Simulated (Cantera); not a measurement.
## Premixed flame

A freely propagating, adiabatic, planar premixed flame of 10.8 % CH4, 1.19 % CO, 18.5 % O2, 69.5 % N2, equivalence ratio 1.2, unburnt at 573 K and 2.40 bar; multicomponent+Soret transport, grid criteria slope 0.08 and curve 0.16, no radiation.

Cantera simulation using GRI-Mech 3.0 (53 species, 325 reactions); the numbers are that mechanism's predictions, not measurements. Burning velocities carry a grid error of a few per cent, more on coarse grids.

```json
[
 {"z (mm)": "-0.526", "T (K)": "573", "u (m/s)": "0.848", "x CH4": "0.108", "x CO": "0.0119", "x O2": "0.184", "x HCO": "<1e-8", "x CH2CO": "<1e-8", "x C2H6": "3.73e-8"},
 {"z (mm)": "-0.351", "T (K)": "576", "u (m/s)": "0.854", "x CH4": "0.107", "x CO": "0.0119", "x O2": "0.184", "x HCO": "<1e-8", "x CH2CO": "4.21e-8", "x C2H6": "9.23e-7"},
 {"z (mm)": "-0.263", "T (K)": "590", "u (m/s)": "0.876", "x CH4": "0.105", "x CO": "0.0122", "x O2": "0.183", "x HCO": "<1e-8", "x CH2CO": "3.99e-7", "x C2H6": "7.94e-6"},
 {"z (mm)": "-0.175", "T (K)": "679", "u (m/s)": "1.02", "x CH4": "0.0977", "x CO": "0.0144", "x O2": "0.177", "x HCO": "<1e-8", "x CH2CO": "6.13e-6", "x C2H6": "0.000106"},
 {"z (mm)": "-0.0877", "T (K)": "1133", "u (m/s)": "1.72", "x CH4": "0.0663", "x CO": "0.0302", "x O2": "0.136", "x HCO": "8.51e-7", "x CH2CO": "8.87e-5", "x C2H6": "0.00104"},
 {"z (mm)": "-0.0439", "T (K)": "1552", "u (m/s)": "2.39", "x CH4": "0.0354", "x CO": "0.0488", "x O2": "0.0915", "x HCO": "1.48e-5", "x CH2CO": "0.000218", "x C2H6": "0.00110"},
 {"z (mm)": "0", "T (K)": "1926", "u (m/s)": "2.99", "x CH4": "0.00829", "x CO": "0.0664", "x O2": "0.0433", "x HCO": "4.46e-5", "x CH2CO": "0.000176", "x C2H6": "0.000113"},
 {"z (mm)": "0.0439", "T (K)": "2088", "u (m/s)": "3.24", "x CH4": "0.000671", "x CO": "0.0668", "x O2": "0.0168", "x HCO": "1.77e-5", "x CH2CO": "2.57e-5", "x C2H6": "7.77e-7"},
 {"z (mm)": "0.0877", "T (K)": "2135", "u (m/s)": "3.31", "x CH4": "3.09e-5", "x CO": "0.0599", "x O2": "0.00808", "x HCO": "1.64e-6", "x CH2CO": "1.37e-6", "x C2H6": "<1e-8"},
 {"z (mm)": "0.175", "T (K)": "2178", "u (m/s)": "3.36", "x CH4": "8.16e-8", "x CO": "0.0530", "x O2": "0.00428", "x HCO": "1.86e-7", "x CH2CO": "<1e-8", "x C2H6": "<1e-8"},
 {"z (mm)": "0.351", "T (K)": "2226", "u (m/s)": "3.42", "x CH4": "<1e-8", "x CO": "0.0505", "x O2": "0.00272", "x HCO": "1.30e-7", "x CH2CO": "<1e-8", "x C2H6": "<1e-8"},
 {"z (mm)": "0.702", "T (K)": "2273", "u (m/s)": "3.48", "x CH4": "<1e-8", "x CO": "0.0497", "x O2": "0.00153", "x HCO": "8.55e-8", "x CH2CO": "<1e-8", "x C2H6": "<1e-8"},
 {"z (mm)": "1.40", "T (K)": "2308", "u (m/s)": "3.53", "x CH4": "<1e-8", "x CO": "0.0491", "x O2": "0.000717", "x HCO": "5.32e-8", "x CH2CO": "<1e-8", "x C2H6": "<1e-8"}
]
```
x: mole fraction of selected species; z is measured from the peak of heat release.

```json
{
  "laminar_burning_velocity": "84.7 cm/s",
  "thermal_thickness": "0.175 mm",
  "peak x(HCO)": "4.48e-5",
  "peak x(CH2CO)": "0.000244",
  "peak x(C2H6)": "0.00130",
  "grid_points": "154"
}
```
